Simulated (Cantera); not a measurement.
A closed system holds: 1 mol SiH₄, 1.1 mol NH₃, at 0.120 bar.

Cantera equilibrium calculation (NASA polynomials, part measured and part estimated; ideal gas, pure solids and liquids). Candidate condensed phases: Si, Si₃N₄; 18 gas species. Mutual solubility and eutectic melting of coexisting phases are not modelled. Equilibrium is a limit: real reactors are often held back by kinetics, nucleation or transport.

Task: At 1523 K, list the 3 most abundant gas species with their mole fractions, and the condensed phases.

Result: H₂ 0.999, N₂ 0.000617, H 6.67e-5. Condensed: Si(s) + Si₃N₄(s).
